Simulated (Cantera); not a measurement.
A closed system holds: 1 mol SiC, 0.04 mol H2O, 18 mol N2, equilibrated at 1.00 bar.

Cantera equilibrium calculation (NASA polynomials, part measured and part estimated; ideal gas, pure solids and liquids). Candidate condensed phases: C, C6H6, C7H8, C8H18, H2O, Si, SiC, SiO2, Si2N2O, Si3N4; 151 gas species. N2 is the only nitrogen source here; it is nearly inert below about 1500 K, so the nitride shown seldom forms there in practice. Mutual solubility and eutectic melting of coexisting phases are not modelled. The numbers say what is thermodynamically allowed, not how fast it happens.

x: gas mole fraction; n: condensed amount in mol.

| T (°C) | x N2 | x H2 | x CO | x SiO | x HCN | x H | x HNC | n C(graphite) | n Si2N2O(s) | n Si3N4(s) | n SiC(s) |
|---|---|---|---|---|---|---|---|---|---|---|---|
| 777 | 0.998 | 0.00230 | 1.09e-9 | <1e-12 | 5.33e-7 | 3.89e-10 | 1.11e-9 | 1.000 | 0.0400 | 0.307 | 0 |
| 852 | 0.998 | 0.00230 | 1.36e-8 | <1e-12 | 1.47e-6 | 2.13e-9 | 4.89e-9 | 1.000 | 0.0400 | 0.307 | 0 |
| 927 | 0.998 | 0.00230 | 1.24e-7 | <1e-12 | 3.57e-6 | 9.46e-9 | 1.78e-8 | 1.000 | 0.0400 | 0.307 | 0 |
| 1002 | 0.998 | 0.00230 | 8.60e-7 | 8.59e-12 | 7.79e-6 | 3.53e-8 | 5.57e-8 | 1.000 | 0.0400 | 0.307 | 0 |
| 1077 | 0.998 | 0.00229 | 4.81e-6 | 1.80e-10 | 1.56e-5 | 1.14e-7 | 1.53e-7 | 1.000 | 0.0399 | 0.307 | 0 |
| 1152 | 0.998 | 0.00229 | 2.24e-5 | 2.73e-9 | 2.89e-5 | 3.26e-7 | 3.78e-7 | 0.999 | 0.0396 | 0.307 | 0 |
| 1227 | 0.998 | 0.00227 | 8.89e-5 | 3.14e-8 | 5.04e-5 | 8.39e-7 | 8.50e-7 | 0.998 | 0.0385 | 0.308 | 0 |
| 1302 | 0.997 | 0.00226 | … | … | … | … | … | 0.993 | … | 0.310 | 0 |
| 1377 | 0.997 | 0.00223 | 0.000957 | 2.09e-6 | 0.000130 | 4.29e-6 | 3.42e-6 | 0.981 | 0.0233 | 0.318 | 0 |
| 1452 | 0.995 | 0.00212 | 0.00220 | 1.15e-5 | 0.000178 | 8.55e-6 | 5.66e-6 | 0 | 0 | 0.0143 | 0.957 |
| 1527 | 0.995 | 0.00212 | 0.00218 | … | … | … | 6.03e-6 | 0 | 0 | 0.0139 | 0.958 |
| 1602 | 0.995 | 0.00213 | 0.00210 | 0.000112 | 0.000144 | 3.02e-5 | 6.41e-6 | 0 | 0 | 0.0129 | 0.959 |
| 1677 | 0.995 | 0.00212 | 0.00193 | 0.000286 | 0.000131 | 5.28e-5 | 6.77e-6 | 0 | 0 | 0.0107 | 0.963 |

Q: Fill in the missing entries.

A: 
- 1527, x SiO: 3.81e-5
- 1527, x HCN: 0.000159
- 1527, x H: 1.65e-5
- 1302, x CO: 0.000309
- 1302, x SiO: 2.84e-7
- 1302, x HCN: 8.30e-5
- 1302, x H: 1.97e-6
- 1302, x HNC: 1.77e-6
- 1302, n Si2N2O(s): 0.0346
